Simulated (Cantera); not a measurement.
SiH2Cl2 + HCl + H2 (silicon epitaxy and polysilicon growth)

A closed system holds: 1 mol SiH2Cl2, 4.7 mol HCl, 56 mol H2, equilibrated at 1675 K.

Equilibrium computed with Cantera from the NASA thermochemical tables; the gas is ideal and each condensed phase is pure. Candidate condensed phases: Si; 19 gas species. The tables' values for SiCl3, SiCl are old estimates; treat these amounts as uncertain. Rates play no part.

| P (Pa) | log p H2 | log p HCl | log p SiCl2 | log p H | log p SiCl3 | log p SiHCl3 | log p Si | log p SiCl4 |
|---|---|---|---|---|---|---|---|---|
| 100 | -3.04 | -4.12 | -4.81 | -5.46 | -7.45 | -9.44 | -6.53 | -9.78 |
| 350 | -2.50 | -3.58 | -4.26 | -5.18 | -6.63 | -8.35 | -6.52 | -8.69 |
| 1300 | -1.93 | -3.01 | -3.69 | -4.90 | -5.78 | -7.21 | -6.51 | -7.55 |
| 4500 | -1.39 | -2.47 | -3.15 | -4.63 | -4.97 | -6.13 | -6.51 | -6.47 |
| 16000 | -0.84 | -1.92 | -2.61 | -4.35 | -4.15 | -5.04 | -6.52 | -5.38 |
| 56000 | -0.29 | -1.38 | -2.08 | -4.08 | -3.36 | -3.97 | -6.53 | -4.32 |
| 200000 | 0.26 | -0.84 | -1.57 | -3.80 | -2.58 | -2.91 | -6.55 | -3.27 |
log p: log10 of the partial pressure in bar; nothing condenses.

From 0.750 Torr to 1500 Torr nothing is condensed. The main Si-bearing gas is SiCl2 throughout.
